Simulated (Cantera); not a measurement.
**Counterflow diffusion flame**

A counterflow diffusion flame at 0.630 bar, nozzles 20 mm apart: fuel side 37.0 % CH₄, 63.0 % N₂ at 598 K, oxidiser side 27.0 % O₂, 73.0 % N₂ at 373 K, fuel mass flux 0.76 times the oxidiser's; mixture-averaged transport, no radiation.

Detailed kinetics in Cantera: GRI-Mech 3.0 (53 species, 325 reactions). GRI-Mech 3.0 has no aromatics or soot, which form on the fuel side of real flames. The maximum strain rate includes the flame's own expansion and is several times the mean.

```tsv
oxidiser flux (kg/m²/s)	max strain (1/s)	mean strain (1/s)	T max (K)	peak x OH	peak x H	peak x NO	peak x CO	peak x C₂H₂
0.16	151	33.9	2081	0.00875	0.00460	0.000280	0.0544	0.00840
0.21	192	44.5	2069	0.00870	0.00476	0.000261	0.0539	0.00810
0.29	256	61.4	2056	0.00866	0.00496	0.000237	0.0536	0.00779
0.39	335	82.6	2042	0.00857	0.00513	0.000213	0.0533	0.00748
0.52	435	110	2027	0.00841	0.00527	0.000187	0.0531	0.00710
0.71	579	150	2008	0.00818	0.00536	0.000156	0.0528	0.00657
0.95	758	201	1988	0.00789	0.00539	0.000127	0.0527	0.00598
1.3	1010	275	1965	0.00751	0.00535	9.55e-5	0.0528	0.00522
```
x: mole fraction; the columns are a selection and need not sum to one.
